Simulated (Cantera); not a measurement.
A closed system holds: 1 mol HF, 0.068 mol O2, 4 mol H2, held at 2375 K and 0.230 bar.

Cantera equilibrium calculation (NASA polynomials, part measured and part estimated; ideal gas, pure solids and liquids). Candidate condensed phases: H2O; 22 gas species. Equilibrium is a limit: real reactors are often held back by kinetics, nucleation or transport.

Base state: H2 0.750, HF 0.197, H2O 0.0267, H 0.0255, OH 0.000161 (mole fractions); condensed: gas only.

What changes in the equilibrium state with this change: O2 from 0.068 to 0.029 mol?


```json
[
 {"species": "H2", "before": "0.750", "after": "0.765"},
 {"species": "HF", "before": "0.197", "after": "0.197"},
 {"species": "H", "before": "0.0255", "after": "0.0257"},
 {"species": "H2O", "before": "0.0267", "after": "0.0114"},
 {"species": "OH", "before": "0.000161", "after": "6.81e-5"}
]
```
